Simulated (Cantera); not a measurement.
A Cantera script and what it prints.

```python
import numpy as np
import cantera as ct

gas_names = """
    C CH CH2 CH3 CH2OH CH3O CH4 CH3OH CN CO CO2 COOH C2 C2H CHCO,ketyl C2H2,acetylene C2H2,vinylidene
    CH2CO,ketene C2H3,vinyl CH3CN CH3CO,acetyl C2H4 C2H4O,ethylen CH3CHO,ethanal CH3COOH (HCOOH)2 C2H5
    C2H6 CH3OCH3 C2H5OH CCN CNC C2N2 C2O C3 C3H3,propargyl C3H4,allene C3H4,propyne C3H4,cyclo-
    C3H5,allyl C3H6,propylene C3H6,cyclo- C3H6O C3H7,n-propyl C3H7,i-propyl C3H8 C3H8O,1propanol
    C3H8O,2propanol C3O2 C4 C4H2 C4H4,1,3-cyclo- C4H6,butadiene C4H6,2-butyne C4H6,cyclo- C4H8,1-butene
    C4H8,cis2-buten C4H8,tr2-butene C4H8,isobutene C4H8,cyclo- (CH3COOH)2 C4H9,n-butyl C4H9,i-butyl
    C4H9,s-butyl C4H9,t-butyl C4H10,isobutane C4H10,n-butane C4N2 C5 C5H6,1,3cyclo- C5H8,cyclo-
    C5H10,1-pentene C5H10,cyclo- C5H11,pentyl C5H11,t-pentyl C5H12,n-pentane C5H12,i-pentane
    CH3C(CH3)2CH3 C6H2 C6H5,phenyl C6H5O,phenoxy C6H6 C6H5OH,phenol C6H10,cyclo- C6H12,1-hexene
    C6H12,cyclo- C6H13,n-hexyl C7H7,benzyl C7H8 C7H8O,cresol C7H14,1-heptene C7H15,n-heptyl
    C7H16,n-heptane C8H8,styrene C8H10,ethylbenz C8H16,1-octene C8H17,n-octyl C8H18,isooctane
    C8H18,n-octane C9H19,n-nonyl C10H8,naphthale C10H21,n-decyl C12H9,o-bipheny C12H10,bipheny Cu CuO
    Cu2 H HCN HCO HCCN HNC HNCO HNO HNO2 HNO3 HO2 H2 HCHO,formaldehy HCOOH H2O H2O2 N NCO NH NH2 NH3
    NH2OH NO NO2 NO3 N2 N2H2 N2H4 N2O O OH O2 O3
""".split()
cond_names = """
    C(gr) C6H6(L) C7H8(L) C8H18(L),n-octa Cu(cr) Cu(L) CuO(s) CuO2H2(s) Cu2O(s) Cu2O(L) H2O(s) H2O(L)
""".split()


def load(file, names, dense=False):
    # The tables refer to 1 bar. Condensed volumes are neglected.
    table = {s.name: s for s in ct.Species.list_from_file(file)}
    out = []
    for n in names:
        d = dict(table[n].input_data)
        d["thermo"] = dict(d["thermo"], **{"reference-pressure": 1e5})
        if dense:
            d["equation-of-state"] = {"model": "constant-volume", "density": "1e6 g/cm^3"}
        out.append(ct.Species.from_dict(d))
    return out


gas = ct.Solution(thermo="ideal-gas", species=load("nasa_gas.yaml", gas_names))
cond = {s.name: ct.Solution(thermo="fixed-stoichiometry", species=[s], name=s.name)
        for s in load("nasa_condensed.yaml", cond_names, dense=True)}
atoms = {
    'Cu2O': {'Cu': 2, 'O': 1},
    'CH4': {'C': 1, 'H': 4},
    'N2': {'N': 2},
}
top_T = {'C(gr)': 4500, 'CuO(s)': 1390}  # K; cautious upper limits of use, not melting points


def equilibrate(T, P, feed):
    n = {}
    for name, mol in feed.items():
        for a, k in atoms[name].items():
            n[a] = n.get(a, 0.0) + k * mol
    gas.TPX = T, P, n
    mass = sum(n.values()) * gas.mean_molecular_weight
    gas.equilibrate("TP")
    valid = [c for c in cond.values() if c.min_temp <= T <= top_T.get(c.name, c.max_temp)]
    mix = ct.Mixture([(gas, mass / gas.mean_molecular_weight)] + [(c, 0.0) for c in valid])
    mix.T, mix.P = T, P
    mix.equilibrate("TP", solver="vcs", rtol=1e-11, max_steps=5000)
    return mix


results = []
feed = {'Cu2O': 1, 'CH4': 0.64, 'N2': 0.36}  # mol
T = 1398  # K
P = 260000  # Pa
mix = equilibrate(T, P, feed)
results.append((T, P, feed, dict(zip(mix.species_names, mix.species_moles))))
print(gas.report(threshold=1e-05))
for i in range(1, mix.n_phases):
    print(f"{mix.phase(i).name:16s} {mix.phase_moles(i):12.5e} mol")
```

Output:

```
       temperature   1398 K
          pressure   2.6e+05 Pa
           density   0.35665 kg/m^3
  mean mol. weight   15.945 kg/kmol
   phase of matter   gas

                          1 kg             1 kmol
                     ---------------   ---------------
          enthalpy       -2.1728e+06       -3.4644e+07  J
   internal energy       -2.9018e+06       -4.6268e+07  J
           entropy             13779         2.197e+05  J/K
    Gibbs function       -2.1435e+07       -3.4178e+08  J
 heat capacity c_p            2237.6             35678  J/K
 heat capacity c_v            1716.1             27363  J/K

                      mass frac. Y      mole frac. X     chem. pot. / RT
                     ---------------   ---------------   ---------------
               CH4        1.8516e-05        1.8403e-05           -43.375
                CO           0.43539           0.24785           -36.496
               CO2          0.090681          0.032854           -66.165
                H2          0.055163           0.43629           -18.274
               H2O           0.14131           0.12507           -47.943
               NH3        2.7387e-05         2.564e-05           -40.755
                N2           0.27741           0.15789           -26.688
     [ +132 minor]         4.448e-06        3.7584e-06

C(gr)             0.00000e+00 mol
Cu(L)             2.00000e+00 mol
CuO2H2(s)         0.00000e+00 mol
Cu2O(s)           0.00000e+00 mol
```

Equilibrium computed with Cantera from the NASA thermochemical tables; the gas is ideal and each condensed phase is pure.
